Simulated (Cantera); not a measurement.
What does this Cantera script print?

```python
import numpy as np
import cantera as ct

gas_names = """
    CL CL2 N N2 Si SiCL SiCL2 SiCL3 SiCL4 SiN Si2 Si2N Si3
""".split()
cond_names = """
    Si(cr) Si(L) Si3N4(a)
""".split()


# ... load() reads the species with a 1 bar reference pressure and builds the phases ...
atoms = {
    'SiCl4': {'Si': 1, 'CL': 4},
    'Cl2': {'CL': 2},
    'N2': {'N': 2},
}
top_T = {'Si3N4(a)': 2400}  # K; cautious upper limits of use, not melting points


# ... equilibrate(T, P, feed) seeds the gas with the atoms and calls Mixture.equilibrate('TP', solver="vcs", rtol=1e-11, max_steps=5000) ...
results = []
feed = {'SiCl4': 1, 'Cl2': 0.78, 'N2': 22}  # mol
P = 360  # Pa
for T in [1098, 1148, 1198, 1248, 1298, 1348, 1398, 1448, 1498]:
    mix = equilibrate(T, P, feed)
    results.append((T, P, feed, dict(zip(mix.species_names, mix.species_moles))))

top = {s: max(r[3][s] / sum(r[3][g] for g in gas_names) for r in results) for s in gas_names}
cols = sorted((s for s in top if top[s] > 1e-06), key=lambda s: -top[s])[:6]
seen = [c for c in cond_names if any(r[3].get(c, 0) > 1e-12 for r in results)]
print("log10 of partial pressures in bar; condensed amounts in mol")
print(f"{'T/K':>10s}" + "".join(f"{s[:9]:>10s}" for s in cols + seen))
for T, P, feed, n in results:
    ng = sum(n[g] for g in gas_names)
    print(f"{T:10.4g}" + "".join(f"{np.log10(max(n[s] / ng * P / 1e5, 1e-99)):10.3f}" for s in cols)
          + "".join(f"{n.get(c, 0):10.4g}" for c in seen))
```

Result:

```
log10 of partial pressures in bar; condensed amounts in mol
       T/K        N2        CL     SiCL4       CL2     SiCL3     SiCL2
      1098    -2.478    -4.809    -3.821    -3.958    -9.765   -14.560
      1148    -2.479    -4.563    -3.822    -3.983    -9.197   -13.529
      1198    -2.480    -4.346    -3.823    -4.023    -8.669   -12.568
      1248    -2.482    -4.159    -3.824    -4.085    -8.172   -11.661
      1298    -2.484    -4.002    -3.826    -4.176    -7.697   -10.791
      1348    -2.486    -3.878    -3.828    -4.303    -7.237    -9.944
      1398    -2.487    -3.788    -3.830    -4.469    -6.786    -9.110
      1448    -2.489    -3.726    -3.833    -4.671    -6.343    -8.288
      1498    -2.490    -3.688    -3.836    -4.897    -5.913    -7.486
```

Equilibrium computed with Cantera from the NASA thermochemical tables; the gas is ideal and each condensed phase is pure. The tables' values for SiCl3 are old estimates; treat these amounts as uncertain.
